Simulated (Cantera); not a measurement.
# Low-pressure radical oxidation in H2/O2

A perfectly stirred reactor is fed with H2 : O2 : N2 : H2O = 0.18 : 1 : 0.32 : 0.043 (molar parts), equivalence ratio 0.090, at 10.00 Torr; it is held at 950 K, and followed from long to short residence time.

Detailed kinetics in Cantera: the H2/O2 subset of GRI-Mech 3.0, which has no nitrogen chemistry. Radical loss at walls, strong at low pressure, is not modelled. The temperature is held fixed by assumption; the heat of reaction is taken as removed at once.

| τ (s) | x H2 | x O2 | x H2O2 | x H | x HO2 |
|---|---|---|---|---|---|
| 1.2 | 0.00124 | 0.626 | 2.61e-7 | 0.000215 | 6.95e-6 |
| 0.38 | 0.00240 | 0.625 | 3.01e-7 | 0.000666 | 8.91e-6 |
| 0.12 | 0.00457 | 0.624 | 3.35e-7 | 0.00203 | 1.06e-5 |
| 0.038 | 0.00863 | 0.621 | 3.51e-7 | 0.00581 | 1.16e-5 |
| 0.012 | 0.0164 | 0.618 | 3.42e-7 | 0.0144 | 1.18e-5 |
| 0.0038 | 0.0315 | 0.616 | 3.19e-7 | 0.0252 | 1.09e-5 |
| 0.0012 | 0.0630 | 0.624 | 2.69e-7 | 0.0229 | 9.29e-6 |
x: mole fraction; the columns are a selection and need not sum to one.
